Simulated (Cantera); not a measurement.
Input: 1 mol TiO2, 2.7 mol MgCl2, 3.5 mol O2, equilibrated at 1125 K and 22.0 mbar.

Method: chemical equilibrium by Gibbs-energy minimisation in Cantera with the NASA 1993 tables (ideal gas, pure condensed phases). Candidate condensed phases: Mg, MgCl2, MgO, MgTiO3, MgTi2O5, Mg2TiO4, Ti, TiCl2, TiCl3, TiCl4, TiO, TiO2, Ti2O3, Ti3O5, Ti4O7; 20 gas species. Mutual solubility and eutectic melting of coexisting phases are not modelled. Condensed phases not in the tables: TiOCl, alloys, solid solutions and most ternary compounds. Kinetics and transport are ignored.

Base state: Cl2 0.543, O2 0.442, Cl 0.0102, MgCl2 0.00460, ClO 4.61e-5 (mole fractions); condensed: MgO(s) + Mg2TiO4(s).

Problem. What changes in the equilibrium state with this change: temperature from 1125 K to 1900 K?

Solution. 
```tsv
species	before	after
O2	0.442	0.423
Cl	0.0102	0.351
MgCl2	0.00460	0.212
Cl2	0.543	0.0111
TiOCl2	<1e-9	1.38e-5
O	2.07e-8	0.00131
ClO	4.61e-5	0.000553
MgO(s), mol	0.678	0
Mg2TiO4(s), mol	1.000	0.510
MgTi2O5(s), mol	0	0.245
```
Condensed phases not in the tables: alloys, solid solutions and most ternary compounds.

Problem. What changes in the equilibrium state with this change: 0.11 mol H2 added?

Solution. 
```tsv
species	before	after
Cl2	0.543	0.509
O2	0.442	0.433
HCl	0	0.0439
Cl	0.0102	0.00987
MgCl2	0.00460	0.00436
H2O	0	5.67e-5
ClO	4.61e-5	4.42e-5
MgO(s), mol	0.678	0.678
Mg2TiO4(s), mol	1.000	1.000
```
Further candidate phases: H2O, Mg(OH)2.

Problem. What changes in the equilibrium state with this change: MgCl2 from 2.7 to 0.58 mol?

Solution. 
| species | before | after |
|---|---|---|
| O2 | 0.442 | 0.845 |
| Cl2 | 0.543 | 0.150 |
| Cl | 0.0102 | 0.00535 |
| MgCl2 | 0.00460 | 9.29e-5 |
| ClO | 4.61e-5 | 3.35e-5 |
| MgO(s), mol | 0.678 | 0 |
| Mg2TiO4(s), mol | 1.000 | 0 |
| MgTiO3(s), mol | 0 | 0.159 |
| MgTi2O5(s), mol | 0 | 0.420 |
